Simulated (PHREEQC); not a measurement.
Solution (50 °C): 24 mmol/kgw H2SO4, 29 mmol/kgw FeCl3 and 4 mmol/kgw MnSO4. Closed to the air; pH follows from the charge balance.

The numbers come from PHREEQC with the ion-association model, phreeqc.dat.

### Question
The ionic strength comes out as 0.122 mol/kgw. What activity coefficients do FeSO4+, Fe+3, HSO4-, Fe(SO4)2-, SO4-2 get?

### Answer
FeSO4+ 0.76, Fe+3 0.15, HSO4- 0.76, Fe(SO4)2- 0.76, SO4-2 0.33.

Precipitation was switched off in this run. Examples of supersaturated solids here: Hematite (slow to form), Goethite (slow to form). Others may be too. Complexes and solids missing from the database can't appear. At this temperature some constants are extrapolated from 25 °C, and those without enthalpy data are left unchanged.
